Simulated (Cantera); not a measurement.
Mixture: H₂ : O₂ : N₂ = 1 : 0.556 : 3.11 (molar parts), equivalence ratio 0.90, at 500000 Pa, adiabatic and at constant volume. Ignition delay is the time to a rise of 400 K.

Cantera simulation using GRI-Mech 3.0 (53 species, 325 reactions); the numbers are that mechanism's predictions, not measurements. The hydrogen kinetics of GRI-Mech 3.0 are dated; newer H2 mechanisms differ, most at raised pressure. Below about 950 K walls govern HO2 and H2O2 in real vessels.

Problem. What does this change do: pressure from 500000 Pa to 1100000 Pa?

Solution. 
```
quantity          before     after
---------------  -------  --------
delay at 850 K   0.904 s   0.532 s
delay at 925 K   98.0 ms   62.7 ms
delay at 1000 K  12.7 ms   9.87 ms
delay at 1075 K  1.43 ms   1.81 ms
delay at 1150 K  50.8 µs  0.329 ms
delay at 1225 K  14.7 µs   37.5 µs
```

Problem. What does this change do: O2 0.556 to 0.31 parts?

Solution. 
```tsv
quantity	before	after
delay at 850 K	0.904 s	0.891 s
delay at 925 K	98.0 ms	98.4 ms
delay at 1000 K	12.7 ms	13.0 ms
delay at 1075 K	1.43 ms	1.45 ms
delay at 1150 K	50.8 µs	73.5 µs
delay at 1225 K	14.7 µs	22.1 µs
```

Problem. What does this change do: O2 0.556 to 0.73 parts?

Solution. 
| quantity | before | after |
|---|---|---|
| delay at 850 K | 0.904 s | 0.920 s |
| delay at 925 K | 98.0 ms | 98.7 ms |
| delay at 1000 K | 12.7 ms | 12.7 ms |
| delay at 1075 K | 1.43 ms | 1.42 ms |
| delay at 1150 K | 50.8 µs | 43.4 µs |
| delay at 1225 K | 14.7 µs | 12.6 µs |
